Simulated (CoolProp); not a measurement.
Vapour-liquid equilibrium of n-hexane (1) + cyclohexane (2) at 0.736 MPa; x and y are mole fractions of (1).

Model: multi-fluid Helmholtz-energy mixture model, Thol 2019 and Zhou 2014; pair parameters Bell 2016, in CoolProp.

```
x      bubble temperature, mixture model (K)  bubble temperature, Raoult's law (K)  y, mixture model  y, Raoult's law
-----  -------------------------------------  ------------------------------------  ----------------  ---------------
0.05                                   436.8                                 437.0             0.066            0.067
0.125                                  435.2                                 435.6             0.160            0.162
0.2                                    433.7                                 434.3             0.248            0.253
0.275                                  432.3                                 433.0             0.331            0.340
0.35                                   431.0                                 431.7             0.411            0.422
0.425                                  429.8                                 430.5             0.487            0.501
0.5                                    428.6                                 429.3             0.560            0.576
0.575                                  427.5                                 428.1             0.631            0.648
0.65                                   426.4                                 427.0             0.699            0.716
0.725                                  425.4                                 425.8             0.766            0.782
0.8                                    424.4                                 424.8             0.832            0.845
0.875                                  423.5                                 423.7             0.896            0.905
0.95                                   422.6                                 422.6             0.959            0.963
```

The largest gap from Raoult's law is -0.7 K in bubble temperature, at x = 0.425. No azeotrope shows between x = 0.05 and 0.95.

The pair parameters rest on a limited set of measurements; away from them the model extrapolates.
